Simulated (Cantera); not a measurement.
A closed system holds: 1 mol SiH2Cl2, 1500 mol H2, at 950 °C and 2.60 mbar.

These are equilibrium values from Cantera (NASA tables, ideal gas, pure condensed phases), not measurements of a reactor. Candidate condensed phases: Si; 19 gas species. Rates play no part.

Base state: H2 0.999, HCl 0.00132 (mole fractions); condensed: Si(s).

What changes in the equilibrium state with this change: temperature from 950 °C to 2400 °C?


| species | before | after |
|---|---|---|
| H | 5.91e-6 | 0.619 |
| H2 | 0.999 | 0.379 |
| Cl | 6.74e-9 | 0.000489 |
| HCl | 0.00132 | 0.000430 |
| Si | 1.24e-9 | 0.000456 |
| Si(s), mol | 0.994 | 0 |
